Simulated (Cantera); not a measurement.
Feed: 1 mol CO2, 6.4 mol H2O, equilibrated at 1975 °C and 6150 Torr.

Method: chemical equilibrium by Gibbs-energy minimisation in Cantera with the NASA 1993 tables (ideal gas, pure condensed phases). Candidate condensed phases: C, C6H6, C7H8, C8H18, H2O; 110 gas species. Kinetics and transport are ignored.

Task: What is the equilibrium state?

Result: x(H2O): 0.850
x(CO2): 0.129
x(H2): 0.00649
x(CO): 0.00535
x(O2): 0.00491
x(OH): 0.00406
x(H): 0.000207
x(O): 8.93e-5
x(HO2): 2.05e-6
gas amount: 7.453 mol
log10 activity of C(graphite) (absent): -7.79
